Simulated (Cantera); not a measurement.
An isothermal plug-flow reactor at 550 K and 340000 Pa (inlet), inlet velocity 0.2 m/s, active area per volume 350 1/m; feed CO : O₂ : N₂ : H₂O = 0.035 : 0.014 : 0.79 : 0.08 (molar parts), equivalence ratio 1.2.

Model: Deutschmann's 1995 Pt surface mechanism with GRI-Mech 3.0 gas chemistry, integrated in Cantera. Catalytic surfaces can have several steady states; this one follows from the mechanism file's or the stated starting coverage. Mass transfer to the wall is taken as infinitely fast.

Task: What does this change do: temperature 550 to 975 K?

Result: 
```json
[
 {"quantity": "x(CO) at z = 0.0072 m", "before": "0.0381", "after": "0.00726"},
 {"quantity": "x(O₂) at z = 0.0072 m", "before": "0.0152", "after": "1.56e-12"},
 {"quantity": "x(H₂O) at z = 0.0072 m", "before": "0.0871", "after": "0.0879"},
 {"quantity": "x(CO₂) at z = 0.0072 m", "before": "1.48e-6", "after": "0.0314"},
 {"quantity": "θ(CO*) at the exit", "before": "0.999", "after": "0.514"}
]
```
